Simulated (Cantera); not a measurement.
## S + O₂ + SO₂ (abatement and gas-phase synthesis)

A closed system holds: 1 mol S, a varied amount of O₂, 0.29 mol SO₂, at 1425 °C and 0.133 bar.

Equilibrium computed with Cantera from the NASA thermochemical tables; the gas is ideal and each condensed phase is pure. Candidate condensed phases: S; 10 gas species. The numbers say what is thermodynamically allowed, not how fast it happens.

```json
[
 {"n(O₂) (mol)": "0.11", "x SO₂": "0.453", "x O₂": "8.52e-8", "x S₂": "0.509", "x SO": "0.0251", "x S₂O": "0.0118", "x SO₃": "7.42e-7", "x S": "0.000607"},
 {"n(O₂) (mol)": "0.15", "x SO₂": "0.488", "x O₂": "9.52e-8", "x S₂": "0.474", "x SO": "0.0256", "x S₂O": "0.0116", "x SO₃": "8.44e-7", "x S": "0.000586"},
 {"n(O₂) (mol)": "0.21", "x SO₂": "0.538", "x O₂": "1.11e-7", "x S₂": "0.424", "x SO": "0.0262", "x S₂O": "0.0112", "x SO₃": "1.00e-6", "x S": "0.000554"},
 {"n(O₂) (mol)": "0.28", "x SO₂": "0.592", "x O₂": "1.30e-7", "x S₂": "0.371", "x SO": "0.0265", "x S₂O": "0.0106", "x SO₃": "1.20e-6", "x S": "0.000518"},
 {"n(O₂) (mol)": "0.38", "x SO₂": "0.662", "x O₂": "1.62e-7", "x S₂": "0.301", "x SO": "0.0266", "x S₂O": "0.00962", "x SO₃": "1.50e-6", "x S": "0.000467"},
 {"n(O₂) (mol)": "0.52", "x SO₂": "0.751", "x O₂": "2.17e-7", "x S₂": "0.215", "x SO": "0.0261", "x S₂O": "0.00795", "x SO₃": "1.96e-6", "x S": "0.000394"},
 {"n(O₂) (mol)": "0.7", "x SO₂": "0.850", "x O₂": "3.28e-7", "x S₂": "0.121", "x SO": "0.0240", "x S₂O": "0.00549", "x SO₃": "2.73e-6", "x S": "0.000296"},
 {"n(O₂) (mol)": "0.95", "x SO₂": "0.969", "x O₂": "1.06e-6", "x S₂": "0.0149", "x SO": "0.0152", "x S₂O": "0.00122", "x SO₃": "5.60e-6", "x S": "0.000104"},
 {"n(O₂) (mol)": "1.3", "x SO₂": "0.810", "x O₂": "0.188", "x S₂": "<1e-12", "x SO": "3.03e-5", "x S₂O": "1.15e-11", "x SO₃": "0.00197", "x S": "4.93e-10"},
 {"n(O₂) (mol)": "1.7", "x SO₂": "0.647", "x O₂": "0.351", "x S₂": "<1e-12", "x SO": "1.77e-5", "x S₂O": "2.88e-12", "x SO₃": "0.00215", "x S": "2.10e-10"},
 {"n(O₂) (mol)": "2.4", "x SO₂": "0.478", "x O₂": "0.520", "x S₂": "<1e-12", "x SO": "1.07e-5", "x S₂O": "<1e-12", "x SO₃": "0.00193", "x S": "1.05e-10"},
 {"n(O₂) (mol)": "3.2", "x SO₂": "0.368", "x O₂": "0.630", "x S₂": "<1e-12", "x SO": "7.52e-6", "x S₂O": "<1e-12", "x SO₃": "0.00164", "x S": "6.68e-11"},
 {"n(O₂) (mol)": "4.4", "x SO₂": "0.274", "x O₂": "0.725", "x S₂": "<1e-12", "x SO": "5.21e-6", "x S₂O": "<1e-12", "x SO₃": "0.00131", "x S": "4.32e-11"}
]
```
x: gas mole fraction; nothing condenses.

From 0.11 mol O₂ to 4.4 mol O₂ nothing is condensed.
